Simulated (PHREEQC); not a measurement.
Consider water at 9.5 °C with 0.28 mol HF, 9.3e-05 mol (NH4)2SiF6 and 0.00019 mol HBF4 per kg of water. Closed to the air; pH follows from the charge balance.

Computed with PHREEQC (ion-association model, phreeqc.dat).

This is a speciation only: nothing precipitates in the calculation.

Task: Estimate the pH, ionic strength.

Result: pH 1.69; ionic strength 0.0231 mol/kgw.

Task: In which forms is F present?

Result: HF 88 %, HF2- 7.2 %, F- 4.4 % of the F.

Away from 25 °C the constants follow the database's enthalpies or fits; those with neither stay at their 25 °C values. SiF6-2 is the database's only silicon fluoride. Real BF4- forms and hydrolyses slowly; the run takes it at equilibrium.
